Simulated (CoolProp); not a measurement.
Vapour-liquid equilibrium of diethyl ether (1) + ethanol (2) at 0.293 bar; x and y are mole fractions of (1).

Model: multi-fluid Helmholtz-energy mixture model, Thol 2014 and Schroeder 2014; pair parameters Bell 2016, in CoolProp.

| x | bubble temperature (K) | y at the bubble point | dew temperature at overall composition x (K) | liquid density (mol/L) |
|---|---|---|---|---|
| 0.05 | 311.9 | 0.452 | 322.1 | 16.21 |
| 0.125 | 300.6 | 0.722 | 320.5 | 15.61 |
| 0.2 | 293.8 | 0.825 | 318.8 | 14.99 |
| 0.275 | 289.5 | 0.873 | 317.0 | 14.37 |
| 0.35 | 286.8 | 0.899 | 315.0 | 13.77 |
| 0.425 | 284.9 | 0.915 | 312.7 | 13.20 |
| 0.5 | 283.6 | 0.926 | 310.3 | 12.66 |
| 0.575 | 282.5 | 0.935 | 307.5 | 12.15 |
| 0.65 | 281.6 | 0.943 | 304.3 | 11.68 |
| 0.725 | 280.7 | 0.952 | 300.5 | 11.24 |
| 0.8 | 279.7 | 0.961 | 295.7 | 10.83 |
| 0.875 | 278.7 | 0.973 | 289.3 | 10.45 |
| 0.95 | 277.6 | 0.988 | 280.8 | 10.09 |

No azeotrope shows between x = 0.05 and 0.95.

Pair parameters are fitted to limited data, so mixtures are less certain than the pure fluids.
